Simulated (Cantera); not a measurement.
A perfectly stirred reactor is fed with H2 : O2 : N2 = 0.14 : 1 : 0.38 (molar parts), at 1.88 Torr; it is held at 1423 K, and followed from long to short residence time.

Model: GRI-Mech 3.0 (53 species, 325 reactions), integrated in Cantera. Radical loss at walls, strong at low pressure, is not modelled. The temperature is held fixed by assumption; the heat of reaction is taken as removed at once.

### Question
What does this change do: pressure from 1.88 Torr to 1.13 Torr?

### Answer
```json
[
 {"quantity": "x(H2) at τ = 0.680 s", "before": "0.00254", "after": "0.00301"},
 {"quantity": "x(O2) at τ = 0.680 s", "before": "0.604", "after": "0.596"},
 {"quantity": "x(NO) at τ = 0.680 s", "before": "9.11e-7", "after": "5.36e-7"},
 {"quantity": "x(H) at τ = 0.680 s", "before": "0.0122", "after": "0.0162"},
 {"quantity": "x(N2O) at τ = 0.680 s", "before": "5.96e-10", "after": "3.25e-10"},
 {"quantity": "x(H2) at τ = 20.0 ms", "before": "0.00540", "after": "0.00680"},
 {"quantity": "x(O2) at τ = 20.0 ms", "before": "0.592", "after": "0.594"},
 {"quantity": "x(NO) at τ = 20.0 ms", "before": "5.43e-8", "after": "2.00e-8"},
 {"quantity": "x(H) at τ = 20.0 ms", "before": "0.0201", "after": "0.0206"},
 {"quantity": "x(N2O) at τ = 20.0 ms", "before": "3.95e-10", "after": "2.04e-10"}
]
```
